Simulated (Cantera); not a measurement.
# Equilibrium for thermal oxidation and active oxidation of silicon: Si + H2O + H2 + N2O

Feed: 1 mol Si, a varied amount of H2O, 51 mol H2, 0.077 mol N2O, held at 1177 °C and 0.380 Pa.

These are equilibrium values from Cantera (NASA tables, ideal gas, pure condensed phases), not measurements of a reactor. Candidate condensed phases: H2O, Si, SiO2, Si2N2O, Si3N4; 35 gas species. The tables hold silica as quartz up to 1696 K and as liquid above; real silica turns to tridymite and cristobalite and melts near 1996 K. The numbers say what is thermodynamically allowed, not how fast it happens.

```csv
n(H2O) (mol),log p H2,log p SiO,log p H2O,log p H,log p N2,log p Si,log p SiH,log p OH,n Si(s),n SiO2(β-quartz)
0.025,-5.42,-8.12,-15.57,-7.74,-8.24,-8.51,-10.62,<-17,0.856,0
0.041,-5.42,-8.06,-15.51,-7.74,-8.24,-8.51,-10.63,<-17,0.840,0
0.065,-5.42,-7.98,-15.43,-7.74,-8.25,-8.51,-10.63,<-17,0.816,0
0.1,-5.42,-7.88,-15.34,-7.74,-8.25,-8.51,-10.63,<-17,0.781,0
0.17,-5.43,-7.74,-15.19,-7.74,-8.25,-8.51,-10.63,<-17,0.711,0
0.27,-5.43,-7.59,-15.05,-7.74,-8.25,-8.51,-10.63,<-17,0.611,0
0.43,-5.43,-7.43,-14.89,-7.74,-8.25,-8.51,-10.63,<-17,0.450,0
0.7,-5.43,-7.25,-14.71,-7.74,-8.26,-8.51,-10.63,<-17,0.180,0
1.1,-5.43,-7.15,-7.90,-7.74,-8.26,-15.22,-17.34,-11.83,0,0
1.8,-5.43,-7.37,-7.47,-7.74,-8.26,-15.87,<-17,-11.40,0,0.404
```
log p: log10 of the partial pressure in bar; n: condensed amount in mol.

From 0.025 mol H2O to 0.7 mol H2O the condensed part is Si(s). At 1.1 mol H2O nothing is condensed. At 1.8 mol H2O the condensed part is SiO2(β-quartz). The main Si-bearing gas is SiO throughout. The share of Si in condensed phases is highest at 0.025 mol H2O (85.6 %) and lowest at 1.1 mol H2O (0.0 %).
